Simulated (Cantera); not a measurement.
A Cantera script and its output.

```python
import numpy as np
import cantera as ct

gas = ct.Solution("gri30.yaml")


def delay(T, t_max=10):
    gas.TPX = T, 1400000, {'CO': 1, 'H2': 0.096, 'O2': 1.03, 'N2': 3.89}
    reactor = ct.IdealGasReactor(gas, clone=False)
    net = ct.ReactorNet([reactor])
    net.rtol, net.atol = 1e-8, 1e-16
    while net.time < t_max:
        t_old, T_old = net.time, reactor.T
        net.step()
        if reactor.T > T + 400:  # ignition: a rise of 400 K
            return t_old + (T + 400 - T_old) / (reactor.T - T_old) * (net.time - t_old)
    return np.nan


taus = []
for T in [950, 1025, 1100, 1175, 1250, 1325, 1400, 1475]:
    taus.append(delay(T))
    print(f"T0 = {T:6g} K   tau = {taus[-1]:.4e} s")
```

It prints:

```
T0 =    950 K   tau = 1.7564e-02 s
T0 =   1025 K   tau = 2.8002e-03 s
T0 =   1100 K   tau = 5.6113e-04 s
T0 =   1175 K   tau = 1.3071e-04 s
T0 =   1250 K   tau = 3.5877e-05 s
T0 =   1325 K   tau = 1.4221e-05 s
T0 =   1400 K   tau = 8.1252e-06 s
T0 =   1475 K   tau = 5.6721e-06 s
```

Cantera simulation using GRI-Mech 3.0 (53 species, 325 reactions); the numbers are that mechanism's predictions, not measurements. The hydrogen kinetics of GRI-Mech 3.0 are dated; newer H2 mechanisms differ, most at raised pressure. The pressure lies above the range GRI-Mech 3.0 was tuned for (to about 10 atm).
